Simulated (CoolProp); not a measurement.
Saturation properties of isopentane (Tc = 460.3 K, pc = 3378 kPa, ω = 0.227).

Model: reference Helmholtz-energy equation of state, Lemmon 2006, in CoolProp. It is a short technical equation, of lower accuracy than the large ones.

```json
[
 {"T (K)": "308.2", "p (kPa)": "129.2", "liquid density (kg/m³)": "604.6", "surface tension (mN/m)": "13.4", "liquid viscosity (µPa s)": "177", "vapour viscosity (µPa s)": "7.24", "liquid conductivity (mW/(m K))": "98.7"},
 {"T (K)": "313.5", "p (kPa)": "___", "liquid density (kg/m³)": "599.0", "surface tension (mN/m)": "12.8", "liquid viscosity (µPa s)": "169", "vapour viscosity (µPa s)": "7.37", "liquid conductivity (mW/(m K))": "97.1"},
 {"T (K)": "318.9", "p (kPa)": "181.0", "liquid density (kg/m³)": "593.2", "surface tension (mN/m)": "12.2", "liquid viscosity (µPa s)": "162", "vapour viscosity (µPa s)": "7.51", "liquid conductivity (mW/(m K))": "95.5"},
 {"T (K)": "324.3", "p (kPa)": "212.6", "liquid density (kg/m³)": "587.4", "surface tension (mN/m)": "11.7", "liquid viscosity (µPa s)": "154", "vapour viscosity (µPa s)": "7.65", "liquid conductivity (mW/(m K))": "93.9"},
 {"T (K)": "329.6", "p (kPa)": "247.4", "liquid density (kg/m³)": "581.5", "surface tension (mN/m)": "___", "liquid viscosity (µPa s)": "148", "vapour viscosity (µPa s)": "7.79", "liquid conductivity (mW/(m K))": "92.4"},
 {"T (K)": "335", "p (kPa)": "287.3", "liquid density (kg/m³)": "___", "surface tension (mN/m)": "10.6", "liquid viscosity (µPa s)": "141", "vapour viscosity (µPa s)": "7.93", "liquid conductivity (mW/(m K))": "90.8"},
 {"T (K)": "340.3", "p (kPa)": "330.9", "liquid density (kg/m³)": "569.3", "surface tension (mN/m)": "10.0", "liquid viscosity (µPa s)": "135", "vapour viscosity (µPa s)": "8.08", "liquid conductivity (mW/(m K))": "89.2"},
 {"T (K)": "345.7", "p (kPa)": "380.4", "liquid density (kg/m³)": "562.9", "surface tension (mN/m)": "9.50", "liquid viscosity (µPa s)": "___", "vapour viscosity (µPa s)": "8.23", "liquid conductivity (mW/(m K))": "87.6"},
 {"T (K)": "351.1", "p (kPa)": "435.2", "liquid density (kg/m³)": "556.4", "surface tension (mN/m)": "8.96", "liquid viscosity (µPa s)": "123", "vapour viscosity (µPa s)": "8.38", "liquid conductivity (mW/(m K))": "86.0"}
]
```

### Question
Fill in the missing entries.

### Answer

- 313.5, p (kPa): 153.2
- 329.6, surface tension (mN/m): 11.1
- 335, liquid density (kg/m³): 575.4
- 345.7, liquid viscosity (µPa s): 129

It boils at 301.0 K under 1 atm.

Viscosity comes from a separate model (Chung 1988), a generic estimate that can be far off for the liquid and wasn't checked against measurements. Thermal conductivity comes from a separate model (Vassiliou 2015). Surface tension comes from a separate correlation (Mulero 2012).
